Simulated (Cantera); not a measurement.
Input (Python, Cantera) and output of one run.

```python
import numpy as np
import cantera as ct

gas_names = """
    C CN CO CO2 C2 CCN CNC C2N2 C2O C3 C3O2 C4 C4N2 C5 N NCO NO NO2 NO3 N2 N2O O O2 O3 Pb PbO Pb2
""".split()
cond_names = """
    C(gr) Pb(cr) Pb(L) PbO(rd) PbO(yw) PbO(L) PbO2(s) Pb3O4(s)
""".split()


# ... load() reads the species with a 1 bar reference pressure and builds the phases ...
atoms = {
    'Pb': {'Pb': 1},
    'N2': {'N': 2},
    'CO': {'C': 1, 'O': 1},
}
top_T = {'C(gr)': 4500, 'Pb3O4(s)': 820}  # K; cautious upper limits of use, not melting points


# ... equilibrate(T, P, feed) seeds the gas with the atoms and calls Mixture.equilibrate('TP', solver="vcs", rtol=1e-11, max_steps=5000) ...
results = []
feed = {'Pb': 1, 'N2': 18, 'CO': 1.2}  # mol
P = 10000  # Pa
for T in [1023, 1073, 1123, 1173, 1223, 1273, 1323, 1373]:
    mix = equilibrate(T, P, feed)
    results.append((T, P, feed, dict(zip(mix.species_names, mix.species_moles))))

top = {s: max(r[3][s] / sum(r[3][g] for g in gas_names) for r in results) for s in gas_names}
cols = sorted((s for s in top if top[s] > 0.0001), key=lambda s: -top[s])[:5]
seen = [c for c in cond_names if any(r[3].get(c, 0) > 1e-12 for r in results)]
print("log10 of partial pressures in bar; condensed amounts in mol")
print(f"{'T/K':>10s}" + "".join(f"{s[:9]:>10s}" for s in cols + seen))
for T, P, feed, n in results:
    ng = sum(n[g] for g in gas_names)
    print(f"{T:10.4g}" + "".join(f"{np.log10(max(n[s] / ng * P / 1e5, 1e-99)):10.3f}" for s in cols)
          + "".join(f"{n.get(c, 0):10.4g}" for c in seen))
```

Output:

```
log10 of partial pressures in bar; condensed amounts in mol
       T/K        N2        CO        Pb       CO2     C(gr)     Pb(L)
      1023    -1.028    -2.206    -4.574    -4.859  0.002659    0.9949
      1073    -1.028    -2.205    -4.136    -5.262  0.001052     0.986
      1123    -1.029    -2.205    -3.738    -5.630 0.0004514    0.9649
      1173    -1.030    -2.206    -3.375    -5.967 0.0002082    0.9187
      1223    -1.032    -2.208    -3.042    -6.278 0.0001022    0.8241
      1273    -1.036    -2.212    -2.736    -6.568  5.29e-05    0.6409
      1323    -1.044    -2.220    -2.454    -6.843 2.859e-05    0.3001
      1373    -1.050    -2.226    -2.305    -7.096  1.62e-05         0
```

Method: chemical equilibrium by Gibbs-energy minimisation in Cantera with the NASA 1993 tables (ideal gas, pure condensed phases).
